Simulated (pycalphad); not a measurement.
Phase fractions of Sn-21.22Si (at.%)

Computed with pycalphad from the COST 507 light-alloy database (1999), at 1 atm. The database dates from 1999; later assessments differ in places, in temperatures and in the compounds included. Phase fractions are per mole of atoms.

```
T (K)  liquid  diamond (Si)
-----  ------  ------------
1550    1.000             -
1470    0.902         0.098
1390    0.847         0.153
1310    0.820         0.180
1230    0.806         0.194
1150    0.798         0.202
1070    0.793         0.207
990     0.790         0.210
910     0.789         0.211
830     0.788         0.212
750     0.788         0.212
670     0.788         0.212
590     0.788         0.212
510     0.788         0.212
```
